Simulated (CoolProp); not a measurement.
Vapour-liquid equilibrium of cyclohexane (1) + ethylbenzene (2) at 179.35 °C; x and y are mole fractions of (1).

Model: multi-fluid Helmholtz-energy mixture model, Zhou 2014 and Zhou 2012; pair parameters Bell 2016, in CoolProp.

Give the bubble pressure and the first vapour's composition at x = 0.35, 0.5, 0.65. Is there an azeotrope?

x = 0.35: 0.5388 MPa, y = 0.622; x = 0.5: 0.6396 MPa, y = 0.741; x = 0.65: 0.7356 MPa, y = 0.831. No azeotrope shows between x = 0.05 and 0.95.

The pair parameters rest on a limited set of measurements; away from them the model extrapolates.
